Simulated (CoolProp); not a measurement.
Values from CoolProp's reference Helmholtz-energy equation of state, Thol 2017.

Q: For octamethyltrisiloxane (MDM), give the phase and the Z, expansivity (1/kK), fugacity coefficient at 442 K and 292 kPa.

A: 
- 442 K and 292 kPa: liquid; Z 0.0287, expansivity 2.05, fugacity coefficient 0.482
